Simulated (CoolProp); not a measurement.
Properties of C2F6 (R116) along the isobar 6500 kPa (Tc = 293.0 K, pc = 3048 kPa, ω = 0.257).

The numbers come from the reference Helmholtz-energy equation of state, Lemmon 2006 in CoolProp. It is a short technical equation, of lower accuracy than the large ones.

```csv
T (K),phase,Z,cp (kJ/(kg K)),speed of sound (m/s),viscosity (µPa s),fugacity coefficient
238,liquid,0.3137,1.028,436.6,242,0.1131
244.8,liquid,0.3122,1.049,411.4,220,0.1375
251.6,liquid,0.3115,1.071,386.2,199,0.1647
258.4,liquid,0.3117,1.095,360.9,180,0.1945
265.2,liquid,0.3128,1.123,335.6,162,0.2267
272,liquid,0.3150,1.153,310.2,146,0.2611
278.8,liquid,0.3185,1.188,284.8,131,0.2975
285.6,liquid,0.3238,1.229,259.2,117,0.3353
292.4,liquid,0.3312,1.278,233.7,104,0.3742
299.2,supercritical,0.3416,1.338,208.4,91.3,0.4136
306,supercritical,0.3561,1.411,183.9,79.4,0.4530
312.8,supercritical,0.3765,1.497,161.2,68.2,0.4917
319.6,supercritical,0.4050,1.580,142.0,58.0,0.5290
326.4,supercritical,0.4427,1.624,128.4,49.2,0.5642
```

Viscosity comes from a separate model (Huber 2003), an estimate that may be off by 10 % or more.
